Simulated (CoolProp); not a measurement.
Carbonyl sulfide at several states: density (kg/m³) from the reference equation and from simpler models built on Tc = 378.8 K, pc = 6369 kPa, ω = 0.098; each cubic takes its own stable root.

Values from CoolProp's reference Helmholtz-energy equation of state, Lemmon 2006. It is a short technical equation, of lower accuracy than the large ones.

```tsv
T (K)	p (kPa)	phase	reference
226.9	4380	liquid	1173
191.4	2260	liquid	1242
352.5	12400	liquid	875.9
441.1	152	gas	2.502
191	181	liquid	1241
400.7	21100	supercritical	785.4
```

How far does each simpler model (Redlich-Kwong, Soave-Redlich-Kwong) lie from the reference over these 6 states: mean and median of the absolute difference, and the worst?


- Redlich-Kwong: mean 5.3 %, median 5.1 %, worst -9.3 % at 352.5 K and 12400 kPa
- Soave-Redlich-Kwong: mean 5.3 %, median 5.0 %, worst -8.6 % at 352.5 K and 12400 kPa
